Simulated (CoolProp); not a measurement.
Vapour-liquid equilibrium of R114 (1) + n-pentane (2) at 362.1 K; x and y are mole fractions of (1).

The numbers come from the multi-fluid Helmholtz-energy mixture model, Platzer 1990 and Thol 2019; pair parameters Bell 2016 in CoolProp. This equation is an older, rougher fit; its heat capacities, sound speeds and derivatives of the liquid may be far off and weren't checked against measurements.

```json
[
 {"x": "0.05", "bubble pressure (MPa)": "0.5132", "y at the bubble point": "0.135", "dew pressure at overall composition x (MPa)": "0.4778", "liquid density (mol/L)": "7.608"},
 {"x": "0.2", "bubble pressure (MPa)": "0.6570", "y at the bubble point": "0.398", "dew pressure at overall composition x (MPa)": "0.5433", "liquid density (mol/L)": "7.517"},
 {"x": "0.35", "bubble pressure (MPa)": "0.7763", "y at the bubble point": "0.558", "dew pressure at overall composition x (MPa)": "___", "liquid density (mol/L)": "7.426"},
 {"x": "0.5", "bubble pressure (MPa)": "0.8770", "y at the bubble point": "0.674", "dew pressure at overall composition x (MPa)": "0.7300", "liquid density (mol/L)": "7.338"},
 {"x": "0.65", "bubble pressure (MPa)": "___", "y at the bubble point": "0.771", "dew pressure at overall composition x (MPa)": "0.8558", "liquid density (mol/L)": "7.260"},
 {"x": "0.8", "bubble pressure (MPa)": "___", "y at the bubble point": "0.864", "dew pressure at overall composition x (MPa)": "0.9896", "liquid density (mol/L)": "7.198"},
 {"x": "0.95", "bubble pressure (MPa)": "1.110", "y at the bubble point": "0.963", "dew pressure at overall composition x (MPa)": "1.102", "liquid density (mol/L)": "7.161"}
]
```

**Question.** Complete the blanks.

**Answer.** 
- 0.35, dew pressure at overall composition x (MPa): 0.6260
- 0.65, bubble pressure (MPa): 0.9644
- 0.8, bubble pressure (MPa): 1.042

No azeotrope shows between x = 0.05 and 0.95.

The pair parameters rest on a limited set of measurements; away from them the model extrapolates.
